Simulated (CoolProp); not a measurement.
Properties of R1233zd(E) along the isotherm 19.55 °C (Tc = 165.7 °C, pc = 3583 kPa, ω = 0.304).

Model: reference Helmholtz-energy equation of state, Akasaka 2022, in CoolProp.

| p (kPa) | phase | density (kg/m³) | isothermal compressibility (1/MPa) |
|---|---|---|---|
| 28.3 | gas | 1.534 | 35.73 |
| 45.8 | gas | 2.501 | 22.24 |
| 73.9 | gas | 4.082 | [?] |
| 119 | liquid | 1276 | 0.002232 |
| 193 | liquid | 1276 | [?] |
| 312 | liquid | 1277 | 0.002221 |
| 504 | liquid | 1277 | 0.002210 |
| 814 | liquid | 1278 | 0.002194 |
| 1310 | liquid | [?] | 0.002167 |
| 2120 | liquid | 1282 | [?] |
| 3430 | liquid | [?] | 0.002063 |
| 5540 | liquid | [?] | [?] |
| 8960 | liquid | [?] | 0.001837 |

**Question.** What belongs in the gaps?

**Answer.** 
- 73.9, isothermal compressibility (1/MPa): 13.95
- 193, isothermal compressibility (1/MPa): 0.002228
- 1310, density (kg/m³): 1279
- 2120, isothermal compressibility (1/MPa): 0.002126
- 3430, density (kg/m³): 1285
- 5540, density (kg/m³): 1291
- 5540, isothermal compressibility (1/MPa): 0.001969
- 8960, density (kg/m³): 1299
